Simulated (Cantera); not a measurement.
An adiabatic, constant-volume homogeneous reactor starts with 45.7 % H₂, 11.4 % O₂, 42.9 % N₂, at 1775 K and 0.380 bar.

Cantera simulation using GRI-Mech 3.0 (53 species, 325 reactions); the numbers are that mechanism's predictions, not measurements.

**Question.** Predict: time of steepest temperature rise; temperature at 0.600 s; equilibrium temperature; x(H₂) at 0.600 s; x(O₂) at 0.600 s; x(N₂O) at 0.600 s; x(OH) at 0.600 s; x(H₂O) at 0.600 s; x(NO) at 0.600 s.

**Answer.** time of steepest temperature rise: 16.8 µs
temperature at 0.600 s: 2899 K
equilibrium temperature: 2899 K
x(H₂) at 0.600 s: 0.228 (gas-phase equilibrium 0.228)
x(O₂) at 0.600 s: 0.00152 (gas-phase equilibrium 0.00152)
x(N₂O) at 0.600 s: 8.95e-8 (gas-phase equilibrium 8.95e-8)
x(OH) at 0.600 s: 0.0207 (gas-phase equilibrium 0.0207)
x(H₂O) at 0.600 s: 0.213 (gas-phase equilibrium 0.213)
x(NO) at 0.600 s: 0.00274 (gas-phase equilibrium 0.00274)
